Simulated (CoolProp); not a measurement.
R227EA at 356.73 K and 6.57 MPa flows at 1.6 m/s in a round tube of 6 mm bore and 15 µm roughness, fully developed (64/Re and Nu = 3.66 if laminar; Colebrook and Gnielinski if turbulent). Each further row changes one setting.

Model: reference Helmholtz-energy equation of state, Lemmon 2016, in CoolProp.

```
case              Reynolds number  Darcy friction factor  pressure drop (Pa/m)  heat-transfer coefficient (W/(m² K))  mass flow (kg/h)
----------------  ---------------  ---------------------  --------------------  ------------------------------------  ----------------
as stated                   85400                 0.0266                  6700                                  4170               192
velocity 3.2 m/s           171000                 0.0258                 26000                                  8200               385
diameter 12 mm             171000                 0.0221                  2790                                  3650               770
```

Viscosity comes from a separate model (Huber 2003), an estimate that may be off by 10 % or more. Thermal conductivity comes from a separate model (Huber 2003), an estimate that may be off by 10 % or more.
